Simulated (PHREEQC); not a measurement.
0.97 g of hydrous ferric oxide (600 m²/g; 0.2 weak and 0.005 strong sites per Fe, Dzombak-Morel constants, diffuse double layer) in 1 kg of water with 0.05 mol/kgw of an inert sodium salt and 0.046 mmol/kgw ZnCl2, at 25 °C; the pH is set by adding NaOH or the inert anion's acid. Oxygen is held at 0.21 atm. No CO2 enters from the air. Precipitation was switched off in this run.

Computed with PHREEQC (ion-association model, wateq4f.dat).

```json
[
 {"pH": "4", "Zn sorbed (%)": "0.1", "surface charge σ (C/m²)": "0.295", "surface potential ψ (mV)": "159"},
 {"pH": "4.5", "Zn sorbed (%)": "0.9", "surface charge σ (C/m²)": "0.239", "surface potential ψ (mV)": "149"},
 {"pH": "5", "Zn sorbed (%)": "6.1", "surface charge σ (C/m²)": "0.181", "surface potential ψ (mV)": "135"},
 {"pH": "5.5", "Zn sorbed (%)": "28.4", "surface charge σ (C/m²)": "0.131", "surface potential ψ (mV)": "118"},
 {"pH": "6", "Zn sorbed (%)": "65.6", "surface charge σ (C/m²)": "0.090", "surface potential ψ (mV)": "100"},
 {"pH": "6.5", "Zn sorbed (%)": "90.7", "surface charge σ (C/m²)": "0.059", "surface potential ψ (mV)": "80"},
 {"pH": "7", "Zn sorbed (%)": "98.5", "surface charge σ (C/m²)": "0.036", "surface potential ψ (mV)": "57"},
 {"pH": "7.5", "Zn sorbed (%)": "99.8", "surface charge σ (C/m²)": "0.018", "surface potential ψ (mV)": "33"},
 {"pH": "8", "Zn sorbed (%)": "100.0", "surface charge σ (C/m²)": "0.004", "surface potential ψ (mV)": "8"},
 {"pH": "8.5", "Zn sorbed (%)": "100.0", "surface charge σ (C/m²)": "-0.009", "surface potential ψ (mV)": "-18"},
 {"pH": "9", "Zn sorbed (%)": "100.0", "surface charge σ (C/m²)": "-0.025", "surface potential ψ (mV)": "-43"},
 {"pH": "9.5", "Zn sorbed (%)": "100.0", "surface charge σ (C/m²)": "-0.044", "surface potential ψ (mV)": "-67"},
 {"pH": "10", "Zn sorbed (%)": "100.0", "surface charge σ (C/m²)": "-0.071", "surface potential ψ (mV)": "-89"},
 {"pH": "10.5", "Zn sorbed (%)": "100.0", "surface charge σ (C/m²)": "-0.107", "surface potential ψ (mV)": "-108"},
 {"pH": "11", "Zn sorbed (%)": "100.0", "surface charge σ (C/m²)": "-0.154", "surface potential ψ (mV)": "-126"},
 {"pH": "11.5", "Zn sorbed (%)": "99.9", "surface charge σ (C/m²)": "-0.210", "surface potential ψ (mV)": "-141"},
 {"pH": "12", "Zn sorbed (%)": "99.4", "surface charge σ (C/m²)": "-0.273", "surface potential ψ (mV)": "-150"}
]
```

Complexes and solids missing from the database can't appear.
